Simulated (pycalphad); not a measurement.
Effect of Fe content in Ti-Mn-Fe-Si

CALPHAD calculation (pycalphad, COST 507 light-alloy database (1999)), 1 atm. These are 1990s assessments: newer ones move some temperatures and phases. Not assessed as a whole: an extrapolation from subsystems, which can miss ternary compounds. Phase fractions are per mole of atoms. Diffusion is slow at the low end, where real alloys seldom reach equilibrium.

| alloy | liquidus (°C) | first solid | solidus (°C) | phases at 277 °C |
|---|---|---|---|---|
| Ti-3Mn-3.66Fe-4.22Si (at.%) | 1473 | BCC_A2 | 1236 | HCP_A3 0.73, SITI3 0.16, LAVES_C14 0.08, FETI 0.03 |
| Ti-3Mn-7.32Fe-4.22Si (at.%) | 1387 | BCC_A2 | 1173 | HCP_A3 0.65, SITI3 0.16, FETI 0.11, LAVES_C14 0.08 |
| Ti-3Mn-10.98Fe-4.22Si (at.%) | 1297 | BCC_A2 | 1119 | HCP_A3 0.58, FETI 0.18, SITI3 0.16, LAVES_C14 0.08 |
| Ti-3Mn-14.64Fe-4.22Si (at.%) | 1208 | BCC_A2 | 1072 | HCP_A3 0.51, FETI 0.25, SITI3 0.16, LAVES_C14 0.08 |

Database names, with the compositions (at.%) that they take in these runs: SITI3: Ti 75 Si 25; LAVES_C14: Ti 35-42 Mn 28-40 Fe 25-29; FETI: Ti 50 Fe 50. BCC_A2 is bcc; HCP_A3 is hcp.
